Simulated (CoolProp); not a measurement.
Properties of fluorine at several states.

Model: reference Helmholtz-energy equation of state, de Reuck 1990, in CoolProp.

| T (K) | p (MPa) | phase | cp (kJ/(kg K)) | speed of sound (m/s) | Joule-Thomson coefficient (K/MPa) |
|---|---|---|---|---|---|
| 285.2 | 0.0483 | gas | 0.8182 | (withheld) | (withheld) |
| 274.6 | 7.53 | supercritical | (withheld) | (withheld) | 1.852 |
| 210.1 | 0.396 | gas | 0.7954 | 251.8 | 3.745 |
| 184 | 0.38 | gas | 0.7921 | (withheld) | 4.886 |

Q: What belongs in the gaps?

A: 
- 285.2, speed of sound (m/s): 291.9
- 285.2, Joule-Thomson coefficient (K/MPa): 2.069
- 274.6, cp (kJ/(kg K)): 0.9118
- 274.6, speed of sound (m/s): 290.0
- 184, speed of sound (m/s): 235.6
